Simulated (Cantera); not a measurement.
Input: 1 mol FeS₂, 0.26 mol SO₃, 5.5 mol N₂, at 1500 Torr.

Method: chemical equilibrium by Gibbs-energy minimisation in Cantera with the NASA 1993 tables (ideal gas, pure condensed phases). Candidate condensed phases: Fe, FeO, FeS, FeSO₄, FeS₂, Fe₂O₃, Fe₂(SO₄)₃, Fe₃O₄, S; 19 gas species. FeS: taken at fixed stoichiometry. Gases not in the tables: S₃ to S₇. Rates play no part.

Q: Which condensed phases are stable at each of these points (T (K)): 700, 850, 1000, 1150, 1300, 1450, 1600, 1750, 1900?

A: 
```
T (K)    condensed phases  Fe condensed (%)
-----  ------------------  ----------------
700    FeS₂(s) + Fe₃O₄(s)             100.0
850    FeS₂(s) + Fe₃O₄(s)             100.0
1000               FeS(s)             100.0
1150               FeS(s)             100.0
1300               FeS(s)             100.0
1450               FeS(s)             100.0
1600               FeS(l)             100.0
1750               FeS(l)             100.0
1900               FeS(l)             100.0
```

From 700 K to 850 K the condensed part is FeS₂(s) + Fe₃O₄(s). From 1000 K to 1450 K the condensed part is FeS(s). From 1600 K to 1900 K the condensed part is FeS(l).
